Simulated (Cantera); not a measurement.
Input: 1 mol Fe2O3, 2.5 mol C, a varied amount of H2, at 1900 °C and 683 Torr.

Equilibrium computed with Cantera from the NASA thermochemical tables; the gas is ideal and each condensed phase is pure. Candidate condensed phases: C, C6H6, C7H8, C8H18, Fe, Fe(CO)5, FeO, Fe(OH)2, Fe(OH)3, Fe2O3, Fe3O4, H2O; 114 gas species. Equilibrium is a limit: real reactors are often held back by kinetics, nucleation or transport.

Problem. At 3 mol H2, list the 5 most abundant gas species with their mole fractions, and the condensed phases.

Solution. H2 0.465, CO 0.439, H2O 0.0765, CO2 0.0139, H 0.00345. Condensed: Fe(l).
